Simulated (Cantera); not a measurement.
A freely propagating, adiabatic, planar premixed flame of H2 : O2 : N2 = 1 : 0.294 : 1.11 (molar parts), equivalence ratio 1.7, unburnt at 623 K and 90.0 Torr; mixture-averaged transport, grid criteria slope 0.08 and curve 0.16, no radiation.

Detailed kinetics in Cantera: the H2/O2 subset of GRI-Mech 3.0, which has no nitrogen chemistry. Burning velocities carry a grid error of a few per cent, more on coarse grids.

How do the results move with these cheaper or finer settings: unity-Lewis-number transport; multicomponent transport; multicomponent+Soret transport; grid criteria slope 0.5, curve 1; grid criteria slope 0.25, curve 0.5; grid criteria slope 0.03, curve 0.06?


| setting | laminar burning velocity | thermal thickness | peak x(HO2) | peak x(H2O2) | grid points |
|---|---|---|---|---|---|
| as above | 729 cm/s | 7.20 mm | 3.60e-5 | 3.38e-7 | 135 |
| unity-Lewis-number transport | 451 cm/s | 5.86 mm | 3.35e-5 | 2.67e-7 | 131 |
| multicomponent transport | 710 cm/s | 7.18 mm | 3.60e-5 | 3.31e-7 | 135 |
| multicomponent+Soret transport | 689 cm/s | 7.10 mm | 3.61e-5 | 3.45e-7 | 135 |
| grid criteria slope 0.5, curve 1 | 884 cm/s | 12.2 mm | 3.51e-5 | 3.46e-7 | 59 |
| grid criteria slope 0.25, curve 0.5 | 814 cm/s | 8.62 mm | 3.54e-5 | 3.14e-7 | 76 |
| grid criteria slope 0.03, curve 0.06 | 707 cm/s | 6.84 mm | 3.61e-5 | 3.42e-7 | 279 |
Unity Lewis numbers drop preferential diffusion, which matters most where H2 and H carry the flame; Soret adds thermal diffusion.
